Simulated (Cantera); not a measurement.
**Ignition delay**

Mixture: CH₄ : CO : O₂ : N₂ = 1 : 0.46 : 1.24 : 4.66 (molar parts), equivalence ratio 1.8, at 0.320 bar, adiabatic and at constant pressure. Ignition delay is the time to a rise of 400 K.

Cantera simulation using GRI-Mech 3.0 (53 species, 325 reactions); the numbers are that mechanism's predictions, not measurements.

```json
[
 {"T0 (K)": "1200", "delay (ms)": "212"},
 {"T0 (K)": "1250", "delay (ms)": "95.8"},
 {"T0 (K)": "1300", "delay (ms)": "45.3"},
 {"T0 (K)": "1350", "delay (ms)": "22.5"},
 {"T0 (K)": "1400", "delay (ms)": "11.7"},
 {"T0 (K)": "1450", "delay (ms)": "6.42"},
 {"T0 (K)": "1500", "delay (ms)": "3.72"},
 {"T0 (K)": "1550", "delay (ms)": "2.27"}
]
```

apparent activation energy between 1450 and 1550 K: 190 kJ/mol
